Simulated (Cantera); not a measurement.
Charge: 1 mol MgO, 1.3 mol CH₄, 0.036 mol CO, at 0.000120 bar.

Cantera equilibrium calculation (NASA polynomials, part measured and part estimated; ideal gas, pure solids and liquids). Candidate condensed phases: C, C₆H₆, C₇H₈, C₈H₁₈, H₂O, Mg, MgCO₃, MgO, Mg(OH)₂; 116 gas species. The tables' values for MgH are old estimates; treat these amounts as uncertain. Equilibrium is a limit: real reactors are often held back by kinetics, nucleation or transport. All values below are at 1398 K.

Base state: H₂ 0.561, CO 0.223, Mg 0.216, H 0.000323, MgH 1.62e-5 (mole fractions); condensed: C(graphite).

Question: What changes in the equilibrium state with this change: MgO replaced by PbO?

Answer: 
| species | before | after |
|---|---|---|
| H₂ | 0.561 | 0.561 |
| CO | 0.223 | 0.223 |
| Pb | 0 | 0.216 |
| Mg | 0.216 | 0 |
| MgH | 1.62e-5 | 0 |
| H | 0.000323 | 0.000323 |
| C(graphite), mol | 0.300 | 0.300 |
Further candidate phases: Pb, PbO, PbO₂, Pb₃O₄.
